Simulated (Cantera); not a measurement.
# Premixed flame

A freely propagating, adiabatic, planar premixed flame of CH₄ : O₂ : N₂ = 1 : 1.33 : 3.73 (molar parts), unburnt at 475 K and 1.00 bar; mixture-averaged transport, grid criteria slope 0.08 and curve 0.16, no radiation.

Detailed kinetics in Cantera: GRI-Mech 3.0 (53 species, 325 reactions). Burning velocities carry a grid error of a few per cent, more on coarse grids.

```csv
z (mm),T (K),u (m/s),x CH₄,x O₂,x C₂H₄,x C₂H₆,x NO,x NO₂
-1.49,475,0.584,0.164,0.219,6.14e-8,5.30e-8,<1e-8,<1e-8
-0.994,479,0.593,0.163,0.217,1.21e-6,1.19e-6,<1e-8,<1e-8
-0.745,496,0.618,0.160,0.214,8.82e-6,9.77e-6,4.15e-8,2.87e-8
-0.497,611,0.776,0.148,0.204,0.000117,0.000157,4.55e-7,2.15e-7
-0.248,1123,1.47,0.102,0.153,0.00122,0.00173,4.68e-6,2.08e-7
-0.124,1551,2.08,0.0582,0.0991,0.00245,0.00199,1.01e-5,5.92e-8
0,1924,2.62,0.0192,0.0435,0.00173,0.000316,1.90e-5,<1e-8
0.124,2112,2.90,0.00434,0.0137,0.000339,1.39e-5,3.30e-5,<1e-8
0.248,2178,2.99,0.00118,0.00400,4.39e-5,1.04e-6,4.98e-5,<1e-8
0.497,2213,3.03,0.000194,0.000422,1.34e-6,2.48e-8,7.93e-5,<1e-8
0.994,2226,3.05,2.12e-5,5.21e-5,2.80e-8,<1e-8,0.000114,<1e-8
1.99,2232,3.05,1.02e-6,3.38e-5,<1e-8,<1e-8,0.000144,<1e-8
3.98,2239,3.06,1.79e-8,2.31e-5,<1e-8,<1e-8,0.000160,<1e-8
```
x: mole fraction of selected species; z is measured from the peak of heat release.

- laminar burning velocity = 58.2 cm/s
- thermal thickness = 0.497 mm
- peak x(C₂H₄) = 0.00257
- peak x(C₂H₆) = 0.00224
- grid points = 144
